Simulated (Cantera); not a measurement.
Feed: 1 mol CH₃F, 1.9 mol CH₄, held at 2223 K and 4.90 mbar.

These are equilibrium values from Cantera (NASA tables, ideal gas, pure condensed phases), not measurements of a reactor. Candidate condensed phases: C, C₆H₆, C₇H₈, C₈H₁₈; 95 gas species. Rates play no part.

Base state: H₂ 0.753, HF 0.166, H 0.0794, C₂H₂ (acetylene) 0.00218, F 1.62e-5 (mole fractions); condensed: C(graphite).

### Question
What changes in the equilibrium state with this change: temperature from 2223 K to 2575 K?

### Answer
```tsv
species	before	after
H₂	0.753	0.500
H	0.0794	0.350
HF	0.166	0.142
C₂	6.85e-8	2.94e-5
C₃	7.82e-7	0.000315
C	4.67e-7	9.24e-5
CF	2.02e-7	1.02e-5
C₂H	8.50e-6	0.000431
C(graphite), mol	2.87	2.78
```

### Question
What changes in the equilibrium state with this change: temperature from 2223 K to 1948 K?

### Answer
| species | before | after |
|---|---|---|
| H₂ | 0.753 | 0.814 |
| HF | 0.166 | 0.171 |
| H | 0.0794 | 0.0146 |
| F | 1.62e-5 | 1.01e-6 |
| C₂H₂ (acetylene) | 0.00218 | 0.000439 |
| C(graphite), mol | 2.87 | 2.89 |
